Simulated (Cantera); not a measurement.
Feed: 1 mol Na2CO3, 0.052 mol C, 0.12 mol CO2, held at 2100 K and 10000 Pa.

Equilibrium computed with Cantera from the NASA thermochemical tables; the gas is ideal and each condensed phase is pure. Candidate condensed phases: C, Na, NaO2, Na2CO3, Na2O, Na2O2; 16 gas species. The numbers say what is thermodynamically allowed, not how fast it happens.

Base state: Na 0.543, CO2 0.315, O2 0.123, NaO 0.00896, CO 0.00834, O 0.00154, Na2O 0.000165, Na2 0.000111 (mole fractions); condensed: gas only.

What changes in the equilibrium state with this change: 0.2 mol H2O added?


```
species  before    after
-------  ------  -------
Na        0.543    0.467
CO2       0.315    0.315
O2        0.123    0.104
NaOH          0   0.0798
H2O           0   0.0144
OH            0  0.00185
H             0  9.02e-5
H2            0  8.38e-5
```
Further candidate phases: C6H6, C7H8, C8H18, H2O, NaOH.
